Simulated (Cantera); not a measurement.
Cantera run:

```python
import numpy as np
import cantera as ct

gas_names = """
    C CN CO CO2 C2 CCN CNC C2N2 C2O C3 C3O2 C4 C4N2 C5 N NCO NO NO2 NO3 N2 N2O O O2 O3 Pb PbO Pb2
""".split()
cond_names = """
    C(gr) Pb(cr) Pb(L) PbO(rd) PbO(yw) PbO(L) PbO2(s) Pb3O4(s)
""".split()


# ... load() reads the species with a 1 bar reference pressure and builds the phases ...
atoms = {
    'PbO': {'Pb': 1, 'O': 1},
    'CO': {'C': 1, 'O': 1},
    'N2': {'N': 2},
}
top_T = {'C(gr)': 4500, 'Pb3O4(s)': 820}  # K; cautious upper limits of use, not melting points


# ... equilibrate(T, P, feed) seeds the gas with the atoms and calls Mixture.equilibrate('TP', solver="vcs", rtol=1e-11, max_steps=5000) ...
results = []
T = 700  # K
P = 2500  # Pa
for m in [0.089, 0.13, 0.2, 0.29, 0.44, 0.65, 0.97, 1.4, 2.1, 3.2]:
    feed = {'PbO': 1, 'CO': m, 'N2': 46}  # mol
    mix = equilibrate(T, P, feed)
    results.append((T, P, feed, dict(zip(mix.species_names, mix.species_moles))))
    x = sorted(zip(gas.X, gas.species_names), reverse=True)
    print(f"T = {T:g} K  P = {P:g} Pa  n(CO) = {m:g} mol  gas = {mix.phase_moles(0):.4g} mol")
    print("   x: " + "  ".join(f"{s} {v:.3e}" for v, s in x if v > 0.001))
    print("   condensed (mol): " + ("  ".join(f"{mix.phase(i).name} {mix.phase_moles(i):.4g}"
          for i in range(1, mix.n_phases) if mix.phase_moles(i) > 1e-12) or "none"))
```

It prints:

```
T = 700 K  P = 2500 Pa  n(CO) = 0.089 mol  gas = 46.09 mol
   x: N2 9.981e-01  CO2 1.931e-03
   condensed (mol): Pb(L) 0.089  PbO(rd) 0.911
T = 700 K  P = 2500 Pa  n(CO) = 0.13 mol  gas = 46.13 mol
   x: N2 9.972e-01  CO2 2.818e-03
   condensed (mol): Pb(L) 0.13  PbO(rd) 0.87
T = 700 K  P = 2500 Pa  n(CO) = 0.2 mol  gas = 46.2 mol
   x: N2 9.957e-01  CO2 4.329e-03
   condensed (mol): Pb(L) 0.2  PbO(rd) 0.8
T = 700 K  P = 2500 Pa  n(CO) = 0.29 mol  gas = 46.29 mol
   x: N2 9.937e-01  CO2 6.265e-03
   condensed (mol): Pb(L) 0.29  PbO(rd) 0.71
T = 700 K  P = 2500 Pa  n(CO) = 0.44 mol  gas = 46.44 mol
   x: N2 9.905e-01  CO2 9.475e-03
   condensed (mol): Pb(L) 0.44  PbO(rd) 0.56
T = 700 K  P = 2500 Pa  n(CO) = 0.65 mol  gas = 46.65 mol
   x: N2 9.861e-01  CO2 1.393e-02
   condensed (mol): Pb(L) 0.65  PbO(rd) 0.35
T = 700 K  P = 2500 Pa  n(CO) = 0.97 mol  gas = 46.97 mol
   x: N2 9.793e-01  CO2 2.065e-02
   condensed (mol): Pb(L) 0.97  PbO(rd) 0.03
T = 700 K  P = 2500 Pa  n(CO) = 1.4 mol  gas = 47.4 mol
   x: N2 9.705e-01  CO2 2.110e-02  CO 8.439e-03
   condensed (mol): Pb(L) 1
T = 700 K  P = 2500 Pa  n(CO) = 2.1 mol  gas = 47.92 mol
   x: N2 9.599e-01  CO2 2.454e-02  CO 1.560e-02
   condensed (mol): C(gr) 0.1761  Pb(L) 1
T = 700 K  P = 2500 Pa  n(CO) = 3.2 mol  gas = 48.55 mol
   x: N2 9.476e-01  CO2 3.407e-02  CO 1.838e-02
   condensed (mol): C(gr) 0.6538  Pb(L) 1
```

These are equilibrium values from Cantera (NASA tables, ideal gas, pure condensed phases), not measurements of a reactor.
